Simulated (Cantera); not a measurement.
## Boron, boron nitride and boron oxide: B2H6 + H2O + H2

Feed: 1 mol B2H6, 0.23 mol H2O, a varied amount of H2, at 1823.15 K and 20.0 Pa.

These are equilibrium values from Cantera (NASA tables, ideal gas, pure condensed phases), not measurements of a reactor. Candidate condensed phases: B, B2O3, B3O3H3, H2O; 23 gas species. The feed counts by its element totals alone. The tables' values for BH2 are old estimates; treat these amounts as uncertain. Rates play no part.

```tsv
n(H2) (mol)	x H2	x H	x HBO	x BO	x B2O2	x BH2	x B2O	n B(s)
1.5	0.927	0.0295	0.0263	0.0145	0.00272	0.000142	0.000130	1.77
2.6	0.934	0.0296	0.0219	0.0121	0.00187	0.000143	0.000108	1.77
4.6	0.943	0.0298	0.0168	0.00925	0.00110	0.000144	8.27e-5	1.77
8.2	0.951	0.0299	0.0119	0.00650	0.000543	0.000146	5.82e-5	1.77
14	0.957	0.0300	0.00809	0.00440	0.000249	0.000147	3.94e-5	1.77
26	0.962	0.0301	0.00486	0.00264	8.96e-5	0.000147	2.36e-5	1.76
46	0.965	0.0301	0.00292	0.00159	3.22e-5	0.000148	1.42e-5	1.76
81	0.967	0.0302	0.00172	0.000933	1.12e-5	0.000148	8.34e-6	1.75
140	0.968	0.0302	0.00102	0.000551	3.89e-6	0.000148	4.92e-6	1.74
```
x: gas mole fraction; n: condensed amount in mol.

From 1.5 mol H2 to 140 mol H2 the condensed part is B(s). The main B-bearing gas is HBO throughout.
